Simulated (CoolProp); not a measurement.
Computed with CoolProp (reference Helmholtz-energy equation of state, Span 2000).

### Question
Give the vapour pressure (bar), enthalpy of vaporisation (kJ/kg), liquid cp (kJ/(kg K)), vapour Z of saturated nitrogen at 82.6, 108.5 K.

### Answer
```tsv
T (K)	p (bar)	enthalpy of vaporisation (kJ/kg)	liquid cp (kJ/(kg K))	vapour Z
82.6	1.80	192	2.07	0.935
108.5	13.4	139	2.65	0.735
```
